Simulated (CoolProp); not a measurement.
Saturation properties of tetrahydrofuran.

Model: reference Helmholtz-energy equation of state, Fiedler 2023, in CoolProp.

| T (°C) | p (bar) | liquid density (kg/m³) | vapour density (kg/m³) | enthalpy of vaporisation (kJ/kg) | liquid cp (kJ/(kg K)) |
|---|---|---|---|---|---|
| -9.15 | 0.03826 | 918.9 | [?] | 469.6 | 1.611 |
| 2.05 | 0.07144 | 906.9 | [?] | 461.7 | 1.645 |
| 13.15 | 0.1253 | 894.9 | 0.3818 | 454.0 | 1.682 |
| 24.25 | 0.2093 | [?] | 0.6155 | 446.2 | 1.721 |
| 35.45 | 0.3360 | 870.4 | 0.9559 | 438.4 | 1.763 |
| 46.55 | 0.5169 | 857.9 | 1.426 | 430.5 | 1.806 |
| 57.75 | 0.7714 | 845.2 | 2.069 | 422.4 | 1.850 |
| 68.85 | 1.113 | 832.3 | 2.910 | 414.2 | 1.896 |
| 80.05 | 1.568 | 819.1 | 4.006 | 405.6 | 1.944 |
| 91.15 | 2.150 | 805.8 | [?] | 396.9 | 1.993 |
| 102.25 | 2.887 | 792.1 | 7.103 | 387.7 | 2.043 |
| 113.45 | [?] | 778.0 | 9.240 | 378.1 | 2.095 |
| 124.55 | [?] | 763.5 | 11.82 | 368.1 | 2.149 |
| 135.75 | 6.302 | 748.5 | 14.98 | 357.5 | 2.206 |

Question: What belongs in the gaps?

Answer: 
- -9.15, vapour density (kg/m³): 0.1260
- 2.05, vapour density (kg/m³): 0.2259
- 24.25, liquid density (kg/m³): 882.8
- 91.15, vapour density (kg/m³): 5.384
- 113.45, p (bar): 3.811
- 124.55, p (bar): 4.934

It boils at 65.9 °C under 1 atm.
